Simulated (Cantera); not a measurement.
Charge: 1 mol CH3SiCl3, 0.17 mol C2H2, a varied amount of H2, equilibrated at 1923.15 K and 1.50 mbar.

Equilibrium computed with Cantera from the NASA thermochemical tables; the gas is ideal and each condensed phase is pure. Candidate condensed phases: C, C6H6, C7H8, C8H18, Si, SiC; 109 gas species. The feed counts by its element totals alone. The tables' values for SiCl3, SiCl are old estimates; treat these amounts as uncertain. Equilibrium is a limit: real reactors are often held back by kinetics, nucleation or transport.

x: gas mole fraction; n: condensed amount in mol.

```csv
n(H2) (mol),x H2,x HCl,x SiCl2,x H,x Cl,x SiCl3,n C(graphite),n SiC(s)
1.3,0.394,0.505,0.0693,0.0153,0.0147,0.000658,0.661,0.677
3,0.535,0.403,0.0325,0.0178,0.0101,0.000211,0.548,0.789
7,0.699,0.264,0.0107,0.0204,0.00577,3.96e-5,0.451,0.882
16,0.825,0.146,0.00276,0.0221,0.00294,5.23e-6,0.391,0.934
38,0.905,___,___,0.0232,___,4.91e-7,___,0.953
87,0.943,0.0320,0.000116,0.0236,0.000603,4.52e-8,0.318,0.940
200,0.961,___,___,0.0239,___,3.89e-9,___,0.888
470,0.969,0.00613,4.16e-6,0.0240,0.000114,3.06e-10,0.152,0.751
1100,0.972,0.00263,7.99e-7,0.0240,4.89e-5,2.52e-11,0,0.401
```

Task: Complete the blanks.

Result: 
- 38, x HCl: 0.0694
- 38, x SiCl2: 0.000571
- 38, x Cl: 0.00134
- 38, n C(graphite): 0.352
- 200, x HCl: 0.0143
- 200, x SiCl2: 2.27e-5
- 200, x Cl: 0.000266
- 200, n C(graphite): 0.266
